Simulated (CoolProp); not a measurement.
Properties of n-undecane along the isobar 0.577 MPa (Tc = 365.7 °C, pc = 1.990 MPa, ω = 0.539).

Model: reference Helmholtz-energy equation of state, Aleksandrov 2011, in CoolProp. It is a short technical equation, of lower accuracy than the large ones.

```
T (°C)   phase  speed of sound (m/s)  Joule-Thomson coefficient (K/MPa)  fugacity coefficient
------  ------  --------------------  ---------------------------------  --------------------
190.35  liquid                 692.6                                  …                0.1492
207.75  liquid                     …                                  …                     …
225.15  liquid                 582.6                                  …                0.3171
242.55  liquid                 526.8                          -0.003441                0.4375
259.95  liquid                 469.5                            0.09829                     …
277.25  liquid                 410.1                             0.2462                0.7581
294.65     gas                     …                              18.56                0.8287
312.05     gas                     …                              15.37                0.8474
329.45     gas                 152.9                              13.07                0.8634
346.85     gas                 158.6                              11.33                0.8771
```

Problem. What belongs in the gaps?

Solution. 
- 190.35, Joule-Thomson coefficient (K/MPa): -0.1829
- 207.75, speed of sound (m/s): 637.7
- 207.75, Joule-Thomson coefficient (K/MPa): -0.1361
- 207.75, fugacity coefficient: 0.2218
- 225.15, Joule-Thomson coefficient (K/MPa): -0.07820
- 259.95, fugacity coefficient: 0.5847
- 294.65, speed of sound (m/s): 138.8
- 312.05, speed of sound (m/s): 146.4
